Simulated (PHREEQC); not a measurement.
Solution (65 °C): 22 mmol/kgw HNO3, 1.1 mmol/kgw FeCl3 and 19 mmol/kgw MgCl2. Closed to the air; pH follows from the charge balance.

Model: ion-association model, wateq4f.dat, run in PHREEQC.

No solid was allowed to form.

### Question
What pH does the model give?

### Answer
pH 1.74.

### Question
In which forms is Fe present?

### Answer
FeCl+2 36 %, FeOH+2 34 %, Fe+3 27 %, Fe2(OH)2+4 1.3 %, Fe(OH)2+ 1.1 %, FeCl2+ 0.8 % of the Fe.

Examples of supersaturated solids here: Hematite (slow to form), Goethite (slow to form). Others may be too. Complexes and solids missing from the database can't appear. At this temperature some constants are extrapolated from 25 °C, and those without enthalpy data are left unchanged.
